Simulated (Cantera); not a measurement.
Feed: 1 mol Si₃N₄, 1.1 mol H₂O, 21 mol H₂, equilibrated at 2050 K and 750 Torr.

These are equilibrium values from Cantera (NASA tables, ideal gas, pure condensed phases), not measurements of a reactor. Candidate condensed phases: H₂O, Si, SiO₂, Si₂N₂O, Si₃N₄; 35 gas species. Mutual solubility and eutectic melting of coexisting phases are not modelled. Gases not in the tables: Si₂H₆ and higher silanes. Rates play no part.

Base state: H₂ 0.879, N₂ 0.0773, SiO 0.0414, H 0.00213, SiH₂ 0.000123, Si 7.73e-5, SiH 4.38e-5, H₂O 2.21e-5 (mole fractions); condensed: Si(l) + Si₂N₂O(s).

Question: What changes in the equilibrium state with this change: pressure from 750 Torr to 0.225 Torr?

Answer: 
```
species          before     after
--------------  -------  --------
H₂                0.879     0.715
H               0.00213     0.111
N₂               0.0773    0.0697
Si              7.73e-5    0.0651
SiO              0.0414    0.0384
H₂O             2.21e-5   1.98e-8
Si₂             9.01e-7  0.000192
Si₃             1.89e-7   1.02e-5
Si(l), mol         1.84         0
Si₂N₂O(s), mol   0.0586         0
```
The tables' values for SiN are old estimates; treat these amounts as uncertain.
